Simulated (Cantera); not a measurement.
Feed: 1 mol MgCO₃, 0.85 mol O₂, 0.55 mol H₂O, at 1748 K and 21.8 Torr.

Equilibrium computed with Cantera from the NASA thermochemical tables; the gas is ideal and each condensed phase is pure. Candidate condensed phases: C, C₆H₆, C₇H₈, C₈H₁₈, H₂O, Mg, MgCO₃, MgO, Mg(OH)₂; 116 gas species. Kinetics and transport are ignored.

Task: What is the equilibrium state?

Result: 
- x(CO₂) = 0.416
- x(O₂) = 0.353
- x(H₂O) = 0.228
- x(OH) = 0.00208
- x(CO) = 0.000485
- x(O) = 0.000256
- x(H₂) = 7.36e-5
- x(H) = 1.15e-5
- n(MgO(s)) = 1.000 mol
- gas amount = 2.402 mol
- log10 activity of Mg(l) (absent) = -11.16
- log10 activity of C(graphite) (absent) = -11.77
